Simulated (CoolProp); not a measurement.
A closed Brayton cycle with carbon dioxide: compressor inlet 324.15 K and 8 MPa, high pressure 21.3 MPa, turbine inlet 680 K, compressor efficiency 0.8, turbine efficiency 0.9, recuperator effectiveness 0 (on enthalpy, no pinch check). Each further row changes one setting.

Model: reference Helmholtz-energy equation of state, Span 1996, in CoolProp.

| case | thermal efficiency (%) | net work (kJ/kg) | compressor to turbine work | compressor exit (K) | turbine exit (K) |
|---|---|---|---|---|---|
| as stated | ? | 48.4 | 0.53 | 408.8 | 575.3 |
| turbine inlet 630 K | ? | 38.9 | ? | 408.8 | ? |
| compressor inlet 334.15 K | 12.4 | 41.8 | 0.59 | 424.8 | 575.3 |
| high pressure 18.1 MPa | 11.4 | ? | 0.50 | ? | ? |
| recuperator effectiveness 0.5 | 17.9 | 48.4 | 0.53 | 408.8 | 575.3 |

Question: What belongs in the gaps?

Answer: 
- as stated, thermal efficiency (%): 13.3
- turbine inlet 630 K, thermal efficiency (%): 12.8
- turbine inlet 630 K, compressor to turbine work: 0.58
- turbine inlet 630 K, turbine exit (K): 529.2
- high pressure 18.1 MPa, net work (kJ/kg): 43.3
- high pressure 18.1 MPa, compressor exit (K): 394.2
- high pressure 18.1 MPa, turbine exit (K): 592.4
